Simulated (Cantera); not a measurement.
Charge: 1 mol MgO, 0.11 mol SO3, 1.2 mol N2, equilibrated at 75.0 Torr.

These are equilibrium values from Cantera (NASA tables, ideal gas, pure condensed phases), not measurements of a reactor. Candidate condensed phases: Mg, MgO, MgS, MgSO4, S; 22 gas species. Mutual solubility and eutectic melting of coexisting phases are not modelled. The numbers say what is thermodynamically allowed, not how fast it happens.

x: gas mole fraction; n: condensed amount in mol.

| T (K) | x N2 | x SO2 | x O2 | x NO | x SO3 | n MgO(s) | n MgSO4(s) |
|---|---|---|---|---|---|---|---|
| 1075 | 0.969 | 0.0204 | 0.0102 | 1.65e-5 | ___ | 0.916 | 0.0841 |
| 1175 | 0.880 | 0.0791 | 0.0395 | 7.37e-5 | ___ | 1.00 | 0 |
| 1275 | 0.879 | 0.0799 | 0.0399 | 0.000154 | ___ | 1.00 | 0 |
| 1375 | 0.879 | 0.0802 | 0.0400 | 0.000289 | ___ | 1.00 | 0 |
| 1475 | 0.879 | 0.0804 | 0.0399 | 0.000498 | ___ | 1.00 | 0 |
| 1575 | 0.879 | 0.0805 | 0.0398 | 0.000798 | ___ | 1.00 | 0 |
| 1675 | 0.879 | 0.0805 | 0.0396 | 0.00121 | ___ | 1.00 | 0 |
| 1775 | 0.878 | 0.0805 | 0.0394 | 0.00174 | ___ | 1.00 | 0 |

Problem. Some entries are withheld; supply them.

Solution. 
- 1075, x SO3: 0.000519
- 1175, x SO3: 0.00157
- 1275, x SO3: 0.000733
- 1375, x SO3: 0.000381
- 1475, x SO3: 0.000216
- 1575, x SO3: 0.000132
- 1675, x SO3: 8.54e-5
- 1775, x SO3: 5.80e-5
